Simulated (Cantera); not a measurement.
A perfectly stirred reactor is fed with H2 : O2 : N2 = 0.99 : 1 : 7.6 (molar parts), equivalence ratio 0.49, at 0.120 bar; it is held at 950 K, and followed from long to short residence time.

Cantera simulation using GRI-Mech 3.0 (53 species, 325 reactions); the numbers are that mechanism's predictions, not measurements. Radical loss at walls, strong at low pressure, is not modelled. The temperature is held fixed by assumption; the heat of reaction is taken as removed at once.

Problem. What does this change do: N2 7.6 to 61 parts?

Solution. 
```
quantity                 before     after
---------------------  --------  --------
x(H2) at τ = 2.20 s    0.000691  0.000225
x(O2) at τ = 2.20 s      0.0558   0.00818
x(H) at τ = 2.20 s      1.68e-5   3.00e-5
x(NO) at τ = 2.20 s     1.58e-8   2.23e-8
x(HO2) at τ = 2.20 s    5.28e-6   6.43e-7
x(H2) at τ = 90.0 ms    0.00398   0.00135
x(O2) at τ = 90.0 ms     0.0573   0.00879
x(H) at τ = 90.0 ms    0.000388  0.000576
x(NO) at τ = 90.0 ms    9.06e-8   9.90e-8
x(HO2) at τ = 90.0 ms   8.80e-6   8.45e-7
```

Problem. What does this change do: temperature 950 to 1048 K?

Solution. 
```json
[
 {"quantity": "x(H2) at τ = 2.20 s", "before": "0.000691", "after": "0.000273"},
 {"quantity": "x(O2) at τ = 2.20 s", "before": "0.0558", "after": "0.0556"},
 {"quantity": "x(H) at τ = 2.20 s", "before": "1.68e-5", "after": "2.23e-5"},
 {"quantity": "x(NO) at τ = 2.20 s", "before": "1.58e-8", "after": "5.08e-8"},
 {"quantity": "x(HO2) at τ = 2.20 s", "before": "5.28e-6", "after": "3.33e-6"},
 {"quantity": "x(H2) at τ = 90.0 ms", "before": "0.00398", "after": "0.00194"},
 {"quantity": "x(O2) at τ = 90.0 ms", "before": "0.0573", "after": "0.0562"},
 {"quantity": "x(H) at τ = 90.0 ms", "before": "0.000388", "after": "0.000526"},
 {"quantity": "x(NO) at τ = 90.0 ms", "before": "9.06e-8", "after": "2.65e-7"},
 {"quantity": "x(HO2) at τ = 90.0 ms", "before": "8.80e-6", "after": "6.52e-6"}
]
```
